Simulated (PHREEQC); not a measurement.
Dissolve 0.0065 mol CuSO4 and 0.028 mol H3BO3 per kg of water at 25 °C. Closed to the air; pH follows from the charge balance.

Equilibrium calculation in PHREEQC: ion-association model, wateq4f.dat.

Precipitation was switched off in this run.

Problem. Estimate the pH, ionic strength.

Solution. pH 4.96; ionic strength 0.0193 mol/kgw.

Problem. In which forms is Cu present?

Solution. Cu+2 74 %, CuSO4 26 % of the Cu.

The solution is supersaturated, for example in Antlerite, Brochantite, so a real one may precipitate; this is no full list. Complexes and solids missing from the database can't appear.
